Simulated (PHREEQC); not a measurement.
Solution (25 °C): 0.003 mol BaCl2 per kg of water. Closed to the air; pH follows from the charge balance.

Model: ion-association model, phreeqc.dat, run in PHREEQC.

This is a speciation only: nothing precipitates in the calculation.

**Question.** What specific conductance does the model give?

**Answer.** specific conductance 761 µS/cm.
